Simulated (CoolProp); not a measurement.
Saturation properties of cyclohexane (Tc = 280.5 °C, pc = 40.81 bar, ω = 0.209).

The numbers come from the reference Helmholtz-energy equation of state, Zhou 2014 in CoolProp.

```json
[
 {"T (°C)": "166.95", "p (bar)": "7.657", "vapour density (kg/m³)": "20.86", "liquid viscosity (µPa s)": "177"},
 {"T (°C)": "174.75", "p (bar)": "8.815", "vapour density (kg/m³)": "24.07", "liquid viscosity (µPa s)": "166"},
 {"T (°C)": "182.45", "p (bar)": "10.08", "vapour density (kg/m³)": "27.64", "liquid viscosity (µPa s)": "(withheld)"},
 {"T (°C)": "190.25", "p (bar)": "(withheld)", "vapour density (kg/m³)": "(withheld)", "liquid viscosity (µPa s)": "(withheld)"},
 {"T (°C)": "197.95", "p (bar)": "13.03", "vapour density (kg/m³)": "36.27", "liquid viscosity (µPa s)": "137"},
 {"T (°C)": "205.75", "p (bar)": "14.72", "vapour density (kg/m³)": "41.50", "liquid viscosity (µPa s)": "128"},
 {"T (°C)": "213.45", "p (bar)": "(withheld)", "vapour density (kg/m³)": "47.37", "liquid viscosity (µPa s)": "120"},
 {"T (°C)": "221.25", "p (bar)": "18.58", "vapour density (kg/m³)": "(withheld)", "liquid viscosity (µPa s)": "112"},
 {"T (°C)": "228.95", "p (bar)": "20.75", "vapour density (kg/m³)": "61.97", "liquid viscosity (µPa s)": "104"},
 {"T (°C)": "236.75", "p (bar)": "23.14", "vapour density (kg/m³)": "(withheld)", "liquid viscosity (µPa s)": "96.5"},
 {"T (°C)": "244.45", "p (bar)": "25.69", "vapour density (kg/m³)": "81.97", "liquid viscosity (µPa s)": "88.7"}
]
```

Task: Complete the blanks.

Result: 
- 182.45, liquid viscosity (µPa s): 156
- 190.25, p (bar): 11.49
- 190.25, vapour density (kg/m³): 31.72
- 190.25, liquid viscosity (µPa s): 146
- 213.45, p (bar): 16.56
- 221.25, vapour density (kg/m³): 54.19
- 236.75, vapour density (kg/m³): 71.17

It boils at 80.7 °C under 1 atm.

Viscosity comes from a separate model (Tariq 2014).
